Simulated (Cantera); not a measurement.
An isothermal, constant-pressure homogeneous reactor starts with NO : N₂ = 1 : 2.8 (molar parts), at 1650 K and 97.5 Torr. Integrator tolerance rtol = 1e-08.

Model: GRI-Mech 3.0 (53 species, 325 reactions), integrated in Cantera.

Task: What does this change do: N2 2.8 to 1.5 parts?

Result: 
```
quantity                                           before                                     after
---------------  ----------------------------------------  ----------------------------------------
x(NO) at 100 s      0.184 (gas-phase equilibrium 0.00198)     0.242 (gas-phase equilibrium 0.00235)
x(O) at 100 s     1.48e-5 (gas-phase equilibrium 2.61e-5)   2.08e-5 (gas-phase equilibrium 3.22e-5)
x(NO₂) at 100 s  0.000102 (gas-phase equilibrium 1.99e-6)  0.000188 (gas-phase equilibrium 2.90e-6)
x(N₂O) at 100 s   1.18e-5 (gas-phase equilibrium 4.42e-8)   2.00e-5 (gas-phase equilibrium 5.03e-8)
x(N₂) at 100 s        0.776 (gas-phase equilibrium 0.867)       0.679 (gas-phase equilibrium 0.799)
x(O₂) at 100 s       0.0394 (gas-phase equilibrium 0.131)      0.0787 (gas-phase equilibrium 0.199)
```

Task: What does this change do: N2 2.8 to 27 parts?

Result: 
| quantity | before | after |
|---|---|---|
| x(NO) at 100 s | 0.184 (gas-phase equilibrium 0.00198) | 0.0337 (gas-phase equilibrium 0.000771) |
| x(O) at 100 s | 1.48e-5 (gas-phase equilibrium 2.61e-5) | 2.65e-6 (gas-phase equilibrium 9.55e-6) |
| x(NO₂) at 100 s | 0.000102 (gas-phase equilibrium 1.99e-6) | 3.32e-6 (gas-phase equilibrium 2.83e-7) |
| x(N₂O) at 100 s | 1.18e-5 (gas-phase equilibrium 4.42e-8) | 4.18e-7 (gas-phase equilibrium 1.83e-8) |
| x(N₂) at 100 s | 0.776 (gas-phase equilibrium 0.867) | 0.965 (gas-phase equilibrium 0.982) |
| x(O₂) at 100 s | 0.0394 (gas-phase equilibrium 0.131) | 0.00101 (gas-phase equilibrium 0.0175) |

Task: What does this change do: N2 2.8 to 0.86 parts?

Result: 
| quantity | before | after |
|---|---|---|
| x(NO) at 100 s | 0.184 (gas-phase equilibrium 0.00198) | 0.287 (gas-phase equilibrium 0.00260) |
| x(O) at 100 s | 1.48e-5 (gas-phase equilibrium 2.61e-5) | 2.61e-5 (gas-phase equilibrium 3.74e-5) |
| x(NO₂) at 100 s | 0.000102 (gas-phase equilibrium 1.99e-6) | 0.000281 (gas-phase equilibrium 3.73e-6) |
| x(N₂O) at 100 s | 1.18e-5 (gas-phase equilibrium 4.42e-8) | 2.75e-5 (gas-phase equilibrium 5.33e-8) |
| x(N₂) at 100 s | 0.776 (gas-phase equilibrium 0.867) | 0.588 (gas-phase equilibrium 0.730) |
| x(O₂) at 100 s | 0.0394 (gas-phase equilibrium 0.131) | 0.125 (gas-phase equilibrium 0.267) |
